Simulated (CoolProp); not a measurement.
Vapour-liquid equilibrium of methanol (1) + isohexane (2) at 133.25 °C; x and y are mole fractions of (1).

Model: multi-fluid Helmholtz-energy mixture model, de Reuck 1993 and Lemmon 2006; pair parameters Bell 2016, in CoolProp.

Q: Give the bubble pressure and the first vapour's composition at x = 0.15, 0.55, 0.65. Is there an azeotrope?

A: x = 0.15: 0.9697 MPa, y = 0.353; x = 0.55: 1.192 MPa, y = 0.583; x = 0.65: 1.192 MPa, y = 0.620. y crosses x between x = 0.55 and 0.65: the model has an azeotrope there.

Pair parameters are fitted to limited data, so mixtures are less certain than the pure fluids. With so large a gap from Raoult's law the liquid may split in two, which this calculation doesn't test in full.
